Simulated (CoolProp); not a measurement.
Vapour pressure (MPa) of nitrogen: the reference equation beside estimates from Tc = 126.2 K, pc = 3.396 MPa, ω = 0.037. Clausius-Clapeyron is anchored at 93.5 K with a constant enthalpy of vaporisation of 4.881 kJ/mol.

Model: reference Helmholtz-energy equation of state, Span 2000, in CoolProp.

```tsv
T (K)	reference	Lee-Kesler	Clausius-Clapeyron	van der Waals	Redlich-Kwong	Peng-Robinson
84.1	0.2096	0.2093	0.2384	0.5273	0.1934	0.2109
86.4	0.2613	0.2612	0.2870	0.6074	0.2456	0.2626
88.8	0.3248	0.3249	0.3449	0.6992	0.3104	0.3260
91.1	0.3956	0.3958	0.4076	0.7952	0.3831	0.3968
93.5	0.4809	0.4813	0.4809	0.9041	0.4713	0.4822
95.8	0.5744	0.5749	0.5591	1.017	0.5683	0.5760
98.1	0.6805	0.6810	0.6455	1.139	0.6786	0.6824
100.5	0.8056	0.8058	0.7447	1.275	0.8088	0.8081
102.8	0.9402	0.9400	0.8487	1.415	0.9487	0.9434
105.2	1.097	1.096	0.9668	1.571	1.112	1.101
107.5	1.264	1.263	1.089	1.730	1.285	1.270
109.9	1.457	1.455	1.227	1.906	1.484	1.464
112.2	1.661	1.659	1.369	2.085	1.693	1.670
114.5	1.886	1.882	1.521	2.275	1.921	1.896
```

Absolute difference from the reference over all 14 rows, mean and median: Lee-Kesler 0.1 and 0.1 %, Clausius-Clapeyron 9.7 and 9.8 %, van der Waals 71.3 and 62.8 %, Redlich-Kwong 2.5 and 1.9 %, Peng-Robinson 0.4 and 0.4 %.
